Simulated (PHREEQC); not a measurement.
0.057 g of hydrous ferric oxide (600 m²/g; 0.2 weak and 0.005 strong sites per Fe, Dzombak-Morel constants, diffuse double layer) in 1 kg of water with 0.3 mol/kgw of an inert sodium salt, at 25 °C; the pH is set by adding NaOH or the inert anion's acid. O2 is buffered at 0.21 atm. No CO2 enters from the air. Nothing may precipitate in this run.

Base run: PHREEQC, ion-association model, wateq4f.dat. Each further column changes one thing. The table gives surface charge σ (C/m²).

| pH | base | background salt from 0.3 to 0.03 mol/kgw | oxide from 0.057 to 0.29 g/kgw | 1.4e-05 mol/kgw NaH2PO4 added |
|---|---|---|---|---|
| 3 | 0.368 | 0.350 | 0.368 | 0.325 |
| 4 | 0.349 | 0.270 | 0.349 | 0.296 |
| 5.5 | 0.210 | 0.111 | 0.210 | 0.174 |
| 6.5 | 0.106 | 0.047 | 0.106 | 0.081 |
| 7.5 | 0.034 | 0.014 | 0.034 | 0.016 |
| 8.5 | -0.021 | -0.008 | -0.021 | -0.031 |
| 10 | -0.132 | -0.062 | -0.132 | -0.132 |
| 11 | -0.244 | -0.137 | -0.244 | -0.244 |

The oxide is taken as insoluble; below pH 4 it would dissolve. H3PO4, which wateq4f.dat lacks, is added to it with the constant of phreeqc.dat.
